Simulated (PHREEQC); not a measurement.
Metal-bearing waste water: speciation

A solution holds 0.0058 mol CdCl2, 0.00019 mol CaCl2, 8.4e-05 mol HCl and 0.00091 mol Na2SO4 per kg of water, at 25 °C. Closed to the air; pH follows from the charge balance.

Equilibrium calculation in PHREEQC: ion-association model, phreeqc.dat.

No solid was allowed to form.

Problem. What pH does the model give?

Solution. pH 4.14.

Problem. In which forms is Ca present?

Solution. Ca+2 96 %, CaSO4 4.2 % of the Ca.
